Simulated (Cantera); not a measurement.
An isothermal plug-flow reactor at 1300 K and 1.01 bar (inlet), inlet velocity 2.2 m/s, active area per volume 2700 1/m; feed CH4 : O2 : N2 : H2O = 0.0062 : 0.12 : 0.79 : 0.017 (molar parts).

Cantera simulation using Deutschmann's 1995 Pt surface mechanism with GRI-Mech 3.0 gas chemistry; the numbers are that mechanism's predictions, not measurements. Catalytic surfaces can have several steady states; this one follows from the mechanism file's or the stated starting coverage. Mass transfer to the wall is taken as infinitely fast.

Problem. What does this change do: temperature 1300 to 898 K?

Solution. 
```csv
quantity,before,after
x(CH4) at z = 0.026 m,7.70e-10,0.00462
x(O2) at z = 0.026 m,0.115,0.125
x(H2O) at z = 0.026 m,0.0314,0.0223
x(CO2) at z = 0.026 m,0.00658,0.00202
x(CO) at z = 0.026 m,2.26e-8,1.24e-6
θ(free Pt) at the exit,0.513,0.0925
θ(O*) at the exit,0.485,0.905
θ(OH*) at the exit,0.00177,0.00291
```
